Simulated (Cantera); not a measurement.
An isothermal, constant-pressure homogeneous reactor starts with 90.9 % NH3, 9.09 % H2, at 1823 K and 0.0227 atm.

Computed with Cantera and the gas-phase N/H chemistry of the illustrative SiF4/NH3 mechanism in the Surface Chemkin manual (1991). Walls and surfaces, which speed up NH3 decomposition in real reactors, are not modelled.

**Question.** Predict: x(NH3) at 2.00 s; x(H2) at 2.00 s; x(N2) at 2.00 s; x(N2H2) at 2.00 s; x(NH) at 2.00 s; x(N2H4) at 2.00 s; x(N) at 2.00 s.

**Answer.** 
| Property | Result |
|---|---|
| x(NH3) at 2.00 s | 0.568 (gas-phase equilibrium 2.05e-7) |
| x(H2) at 2.00 s | 0.342 (gas-phase equilibrium 0.760) |
| x(N2) at 2.00 s | 0.0892 (gas-phase equilibrium 0.238) |
| x(N2H2) at 2.00 s | 3.05e-6 (gas-phase equilibrium <1e-12) |
| x(NH) at 2.00 s | 5.70e-6 (gas-phase equilibrium 2.77e-10) |
| x(N2H4) at 2.00 s | 1.11e-8 (gas-phase equilibrium <1e-12) |
| x(N) at 2.00 s | 2.79e-7 (gas-phase equilibrium 1.75e-10) |
